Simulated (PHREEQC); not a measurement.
Dissolve 7.1 mmol/kgw HF and 0.88 mmol/kgw (CH3)4NF at 25 °C. Closed to the air; pH follows from the charge balance.

Equilibrium calculation in PHREEQC: ion-association model, phreeqc.dat.

Each row changes one thing in this solution. Precipitation was switched off in this run.

```csv
case,pH,ionic strength (mol/kgw),HF (mol/kgw),F- (mol/kgw),HF2- (mol/kgw)
as made,2.81,0.00251,0.00542,0.00246,5.12e-5
temperature from 25 to 70 °C,3.02,0.00189,0.00604,0.00184,4.87e-5
(CH3)4NF replaced by NH4F at the same molality,2.81,0.00251,0.00542,0.00246,5.12e-5
(CH3)4NF replaced by KF at the same molality,2.81,0.00251,0.00542,0.00246,5.12e-5
0.00031 mol/kgw LiCl added,2.81,0.00283,0.00541,0.00247,5.12e-5
(CH3)4NF left out,2.73,0.00196,0.00511,0.00192,3.76e-5
(CH3)4NF from 0.00088 to 0.0044 mol/kgw,3.07,0.00531,0.00607,0.00519,0.000121
HF from 0.0071 to 0.00071 mol/kgw,3.58,0.00115,0.000436,0.00115,1.92e-6
```

Complexes and solids missing from the database can't appear. (CH3)4N+ isn't in the database: it is added as a free cation with an ion size of 4 Å. Away from 25 °C the constants follow the database's enthalpies or fits; those with neither stay at their 25 °C values.
